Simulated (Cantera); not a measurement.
Feed: 1 mol TiO2, 12 mol H2, held at 1498 K and 75.0 Torr.

Method: chemical equilibrium by Gibbs-energy minimisation in Cantera with the NASA 1993 tables (ideal gas, pure condensed phases). Candidate condensed phases: H2O, Ti, TiO, TiO2, Ti2O3, Ti3O5, Ti4O7; 12 gas species. Mutual solubility and eutectic melting of coexisting phases are not modelled. Condensed phases not in the tables: Magnéli phases beyond Ti4O7. Kinetics and transport are ignored.

Base state: H2 0.984, H2O 0.0155, H 5.39e-5 (mole fractions); condensed: TiO2(rutile) + Ti4O7(s).

### Question
What changes in the equilibrium state with this change: temperature from 1498 K to 1475 K?

### Answer
```
species             before    after
-----------------  -------  -------
H2                   0.984    0.987
H2O                 0.0155   0.0131
H                  5.39e-5  4.07e-5
TiO2(rutile), mol    0.254    0.370
Ti4O7(s), mol        0.187    0.158
```
